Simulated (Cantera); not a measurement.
What does this Cantera script print?

```python
import numpy as np
import cantera as ct

gas = ct.Solution("gri30.yaml", transport_model="mixture-averaged")
show = ['NO', 'OH', 'CO2']

rows = []
print(f"{'T/K':>7s}{'rho':>11s}{'cp':>10s}{'mu':>11s}{'lambda':>11s}{'Pr':>7s}" + "".join(f"{'D_' + s:>11s}" for s in show))
for T in [400, 650, 900, 1150, 1400, 1650, 1900, 2150, 2400]:
    gas.TPX = T, 500000, {'O2': 0.86}
    Pr = gas.cp_mass * gas.viscosity / gas.thermal_conductivity
    D = [gas.mix_diff_coeffs_mole[gas.species_index(s)] for s in show]
    rows.append([gas.density, gas.cp_mass, gas.viscosity, gas.thermal_conductivity, Pr, *D])
    print(f"{T:7g}{gas.density:11.4e}{gas.cp_mass:10.1f}{gas.viscosity:11.4e}"
          f"{gas.thermal_conductivity:11.4e}{Pr:7.3f}" + "".join(f"{d:11.4e}" for d in D))
print("SI units: kg/m3, J/kg/K, Pa s, W/m/K, m2/s")
```

Output:

```
    T/K        rho        cp         mu     lambda     Pr       D_NO       D_OH      D_CO2
    400 4.8106e+00     941.4 2.5629e-05 3.3852e-02  0.713 6.8734e-06 1.0793e-05 5.3493e-06
    650 2.9604e+00    1017.4 3.5981e-05 5.1624e-02  0.709 1.5746e-05 2.4625e-05 1.2585e-05
    900 2.1380e+00    1073.7 4.4705e-05 6.7643e-02  0.710 2.7196e-05 4.2467e-05 2.1971e-05
   1150 1.6732e+00    1108.6 5.2496e-05 8.2174e-02  0.708 4.0930e-05 6.3871e-05 3.3242e-05
   1400 1.3745e+00    1134.2 5.9661e-05 9.5657e-02  0.707 5.6761e-05 8.8543e-05 4.6230e-05
   1650 1.1662e+00    1155.4 6.6364e-05 1.0843e-01  0.707 7.4549e-05 1.1627e-04 6.0817e-05
   1900 1.0128e+00    1174.1 7.2707e-05 1.2073e-01  0.707 9.4187e-05 1.4688e-04 7.6914e-05
   2150 8.9499e-01    1191.7 7.8755e-05 1.3274e-01  0.707 1.1559e-04 1.8025e-04 9.4453e-05
   2400 8.0177e-01    1209.0 8.4555e-05 1.4458e-01  0.707 1.3868e-04 2.1625e-04 1.1338e-04
SI units: kg/m3, J/kg/K, Pa s, W/m/K, m2/s
```

Computed with Cantera and GRI-Mech 3.0 (53 species, 325 reactions).
